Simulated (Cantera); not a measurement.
# Silicon nitride deposition: trisilylamine + N₂ + H₂

Charge: 1 mol trisilylamine, 23 mol N₂, 9.1 mol H₂, held at 24.0 Pa.

Cantera equilibrium calculation (NASA polynomials, part measured and part estimated; ideal gas, pure solids and liquids). Candidate condensed phases: Si, Si₃N₄; 18 gas species. The feed counts by its element totals alone. The tables' values for SiN are old estimates; treat these amounts as uncertain. The numbers say what is thermodynamically allowed, not how fast it happens.

From 975 K to 1475 K the condensed part is Si₃N₄(s). From 1575 K to 1675 K the condensed part is Si(s). At 1775 K the condensed part is Si(l).

```json
[
 {"T (K)": "975", "log p N₂": "-3.83", "log p H₂": "-4.03", "log p H": "-10.96", "log p Si": "<-15", "n Si₃N₄(s)": "1.00", "n Si(s)": "0", "n Si(l)": "0"},
 {"T (K)": "1075", "log p N₂": "-3.83", "log p H₂": "-4.03", "log p H": "-9.85", "log p Si": "<-15", "n Si₃N₄(s)": "1.00", "n Si(s)": "0", "n Si(l)": "0"},
 {"T (K)": "1175", "log p N₂": "-3.83", "log p H₂": "-4.03", "log p H": "-8.93", "log p Si": "-14.98", "n Si₃N₄(s)": "1.00", "n Si(s)": "0", "n Si(l)": "0"},
 {"T (K)": "1275", "log p N₂": "-3.83", "log p H₂": "-4.03", "log p H": "-8.15", "log p Si": "-12.56", "n Si₃N₄(s)": "1.00", "n Si(s)": "0", "n Si(l)": "0"},
 {"T (K)": "1375", "log p N₂": "-3.83", "log p H₂": "-4.03", "log p H": "-7.48", "log p Si": "-10.49", "n Si₃N₄(s)": "1.000", "n Si(s)": "0", "n Si(l)": "0"},
 {"T (K)": "1475", "log p N₂": "-3.83", "log p H₂": "-4.03", "log p H": "-6.90", "log p Si": "-8.71", "n Si₃N₄(s)": "1.000", "n Si(s)": "0", "n Si(l)": "0"},
 {"T (K)": "1575", "log p N₂": "-3.82", "log p H₂": "-4.06", "log p H": "-6.41", "log p Si": "-7.24", "n Si₃N₄(s)": "0", "n Si(s)": "2.99", "n Si(l)": "0"},
 {"T (K)": "1675", "log p N₂": "-3.82", "log p H₂": "-4.06", "log p H": "-5.97", "log p Si": "-6.36", "n Si₃N₄(s)": "0", "n Si(s)": "2.93", "n Si(l)": "0"},
 {"T (K)": "1775", "log p N₂": "-3.82", "log p H₂": "-4.07", "log p H": "-5.57", "log p Si": "-5.66", "n Si₃N₄(s)": "0", "n Si(s)": "0", "n Si(l)": "2.64"}
]
```
log p: log10 of the partial pressure in bar; n: condensed amount in mol.
